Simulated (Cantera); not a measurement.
Input (Python, Cantera):

```python
import numpy as np
import cantera as ct

gas = ct.Solution("gri30.yaml")
gas.TPX = 1650, 160000, {'NO': 1, 'N2': 13}
inlet = ct.Reservoir(gas, clone=True)

reactor = ct.IdealGasConstPressureReactor(gas, energy="off", clone=False)
exhaust = ct.Reservoir(gas, clone=True)
tau = [17, 6.7, 2.7, 1.1, 0.43, 0.17, 0.07, 0.028, 0.011, 0.0045][0]
for a, b in ((inlet, reactor), (reactor, exhaust)):
    ct.MassFlowController(a, b, mdot=lambda t: reactor.mass / tau)
net = ct.ReactorNet([reactor])
show = ['NO', 'N2', 'N2O', 'NO2', 'O', 'O2']

rows = []
print(f"{'tau/s':>10s}{'T/K':>9s}" + "".join(f"{s:>11s}" for s in show))
for tau in [17, 6.7, 2.7, 1.1, 0.43, 0.17, 0.07, 0.028, 0.011, 0.0045]:
    net.initial_time = 0.0
    net.advance(30 * tau)
    before = gas.X
    net.advance(40 * tau)
    drift = np.max(np.abs(gas.X - before) / (gas.X + 1e-9))
    rows.append([gas.T, *gas[show].X, drift])
    print(f"{tau:10.3e}{gas.T:9.1f}" + "".join(f"{x:11.3e}" for x in gas[show].X))
```

Result:

```
     tau/s      T/K         NO         N2        N2O        NO2          O         O2
 1.700e+01   1650.0  5.994e-02  9.343e-01  1.441e-06  4.584e-05  1.630e-06  5.698e-03
 6.700e+00   1650.0  6.608e-02  9.312e-01  1.736e-06  3.623e-05  1.173e-06  2.638e-03
 2.700e+00   1650.0  6.910e-02  9.297e-01  1.890e-06  2.773e-05  8.629e-07  1.135e-03
 1.100e+00   1650.0  7.044e-02  9.291e-01  1.956e-06  2.215e-05  6.796e-07  4.700e-04
 4.300e-01   1650.0  7.103e-02  9.288e-01  1.974e-06  1.883e-05  5.758e-07  1.800e-04
 1.700e-01   1650.0  7.126e-02  9.287e-01  1.954e-06  1.679e-05  5.142e-07  6.602e-05
 7.000e-02   1650.0  7.135e-02  9.286e-01  1.887e-06  1.474e-05  4.545e-07  2.260e-05
 2.800e-02   1650.0  7.139e-02  9.286e-01  1.728e-06  1.137e-05  3.569e-07  5.683e-06
 1.100e-02   1650.0  7.141e-02  9.286e-01  1.418e-06  6.472e-06  2.136e-07  7.926e-07
 4.500e-03   1650.0  7.142e-02  9.286e-01  9.932e-07  2.708e-06  1.007e-07  7.026e-08
```

Cantera simulation using GRI-Mech 3.0 (53 species, 325 reactions); the numbers are that mechanism's predictions, not measurements.
